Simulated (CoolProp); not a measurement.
Vapour-liquid equilibrium of ethanol (1) + benzene (2) at 442.2 K; x and y are mole fractions of (1).

The numbers come from the multi-fluid Helmholtz-energy mixture model, Schroeder 2014 and Thol 2012; pair parameters Bell 2016 in CoolProp.

| x | bubble pressure (bar) | y at the bubble point | dew pressure at overall composition x (bar) | liquid density (mol/L) |
|---|---|---|---|---|
| 0.05 | 10.05 | 0.174 | 8.847 | 9.084 |
| 0.2 | 13.10 | 0.412 | 10.33 | 9.363 |
| 0.35 | 14.61 | [?] | 12.21 | [?] |
| 0.5 | 15.44 | 0.597 | 14.36 | 10.28 |
| 0.65 | 15.90 | 0.682 | 15.77 | 10.99 |
| 0.8 | [?] | 0.794 | 15.99 | [?] |
| 0.95 | 15.70 | [?] | 15.68 | 13.00 |

Q: What belongs in the gaps?

A: 
- 0.35, y at the bubble point: 0.519
- 0.35, liquid density (mol/L): 9.750
- 0.8, bubble pressure (bar): 16.00
- 0.8, liquid density (mol/L): 11.90
- 0.95, y at the bubble point: 0.943

y crosses x between x = 0.65 and 0.8: the model has an azeotrope there.

Pair parameters are fitted to limited data, so mixtures are less certain than the pure fluids.
